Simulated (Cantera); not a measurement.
Charge: 1 mol CO, 1.2 mol O2, 6.7 mol H2, at 2725 °C and 1330 Pa.

These are equilibrium values from Cantera (NASA tables, ideal gas, pure condensed phases), not measurements of a reactor. Candidate condensed phases: C, C6H6, C7H8, C8H18, H2O; 110 gas species. Rates play no part.

Q: What is the equilibrium state?

A: 
```
Item                                        Value
--------------------------------------  ---------
x(H)                                        0.570
x(H2)                                       0.176
x(O)                                       0.0859
x(CO)                                      0.0756
x(OH)                                      0.0432
x(H2O)                                     0.0401
x(O2)                                     0.00777
x(CO2)                                    0.00233
gas amount                              12.83 mol
log10 activity of C(graphite) (absent)      -7.41
```
